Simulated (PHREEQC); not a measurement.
NaHS is added in steps, without added water, to 1 kg of water holding 0.02 mol HCl, 0.0038 mol CaCl2 and 0.14 mol KCl, at 20 °C. No oxygen is let in. CO2 from the air is kept out. Solids allowed: Portlandite, Halite. Others were left out.

Base run: PHREEQC, ion-association model, wateq4f.dat. Each further column changes one thing. The table gives pH.

| NaHS added (mol) | base | Debye-Hückel limiting law | all activity coefficients set to 1 | metal-ligand complexes left out | Davies equation for every ion |
|---|---|---|---|---|---|
| 0 | 1.79 | 1.91 | 1.70 | 1.79 | 1.82 |
| 0.00525 | 1.93 | 2.04 | 1.83 | 1.93 | 1.95 |
| 0.0105 | 2.12 | 2.23 | 2.02 | 2.12 | 2.14 |
| 0.021 | 5.55 | 5.50 | 5.71 | 5.55 | 5.57 |
| 0.02625 | 6.34 | 6.29 | 6.50 | 6.34 | 6.36 |
| 0.0315 | 6.61 | 6.55 | 6.77 | 6.61 | 6.63 |
| 0.03675 | 6.77 | 6.71 | 6.93 | 6.77 | 6.79 |
| 0.04725 | 6.98 | 6.92 | 7.14 | 6.98 | 7.00 |
| 0.0525 | 7.05 | 6.99 | 7.22 | 7.05 | 7.07 |
| 0.05775 | 7.11 | 7.05 | 7.29 | 7.11 | 7.14 |
| 0.063 | 7.17 | 7.11 | 7.34 | 7.17 | 7.19 |
| 0.0735 | 7.26 | 7.20 | 7.44 | 7.26 | 7.29 |
| 0.07875 | 7.30 | 7.24 | 7.48 | 7.30 | 7.33 |
| 0.084 | 7.33 | 7.27 | 7.52 | 7.33 | 7.36 |

The polysulfide entries of wateq4f.dat were taken out for this run.
